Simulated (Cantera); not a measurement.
Feed: 1 mol CuF₂, 0.24 mol O₂, 0.99 mol N₂, equilibrated at 2600 Pa.

Equilibrium computed with Cantera from the NASA thermochemical tables; the gas is ideal and each condensed phase is pure. Candidate condensed phases: Cu, CuF₂, CuO, Cu₂O; 22 gas species. The numbers say what is thermodynamically allowed, not how fast it happens.

Task: Which condensed phases are stable at each of these points (T (K)): 900, 975, 1050, 1125, 1200, 1275, 1350, 1425, 1500, 1575?

Result: 
| T (K) | condensed phases | Cu condensed (%) |
|---|---|---|
| 900 | CuF₂(s) | 100.0 |
| 975 | CuF₂(s) | 100.0 |
| 1050 | CuF₂(s) | 99.8 |
| 1125 | CuF₂(l) | 98.5 |
| 1200 | CuF₂(l) | 94.4 |
| 1275 | CuF₂(l) | 81.2 |
| 1350 | CuF₂(l) | 33.6 |
| 1425 | gas only | 0.0 |
| 1500 | gas only | 0.0 |
| 1575 | gas only | 0.0 |

From 900 K to 1050 K the condensed part is CuF₂(s). From 1125 K to 1350 K the condensed part is CuF₂(l). From 1425 K to 1575 K nothing is condensed.
